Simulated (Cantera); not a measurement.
Input: 1 mol SiH4, 0.3 mol C2H4, 610 mol H2, held at 1725 K and 1330 Pa.

Equilibrium computed with Cantera from the NASA thermochemical tables; the gas is ideal and each condensed phase is pure. Candidate condensed phases: C, C6H6, C7H8, C8H18, Si, SiC; 87 gas species. Mutual solubility and eutectic melting of coexisting phases are not modelled. Gases not in the tables: Si2H6 and higher silanes. Kinetics and transport are ignored.

Base state: H2 0.998, H 0.00161, Si 7.61e-5, SiH2 1.72e-5, SiH 1.26e-5 (mole fractions); condensed: Si(l) + SiC(s).

### Question
What changes in the equilibrium state with this change: temperature from 1725 K to 2350 K?

### Answer
```csv
species,before,after
H2,0.998,0.896
H,0.00161,0.102
Si,7.61e-5,0.00146
SiC2,<1e-9,2.10e-5
C2H2 (acetylene),2.61e-8,0.000437
SiH,1.26e-5,5.36e-5
SiH2,1.72e-5,6.96e-6
"Si(l), mol",0.334,0
"SiC(s), mol",0.600,0
```

### Question
What changes in the equilibrium state with this change: temperature from 1725 K to 973 K?

### Answer
| species | before | after |
|---|---|---|
| H2 | 0.998 | 1.000 |
| H | 0.00161 | 9.36e-9 |
| Si | 7.61e-5 | <1e-9 |
| SiH2 | 1.72e-5 | <1e-9 |
| SiH | 1.26e-5 | <1e-9 |
| Si(l), mol | 0.334 | 0 |
| SiC(s), mol | 0.600 | 0.600 |
| Si(s), mol | 0 | 0.400 |

### Question
What changes in the equilibrium state with this change: temperature from 1725 K to 1625 K?

### Answer
```
species       before     after
-----------  -------  --------
H2             0.998     0.999
H            0.00161  0.000611
Si           7.61e-5   1.22e-5
SiH          1.26e-5   2.81e-6
SiH2         1.72e-5   6.61e-6
Si(l), mol     0.334         0
SiC(s), mol    0.600     0.600
Si(s), mol         0     0.387
```
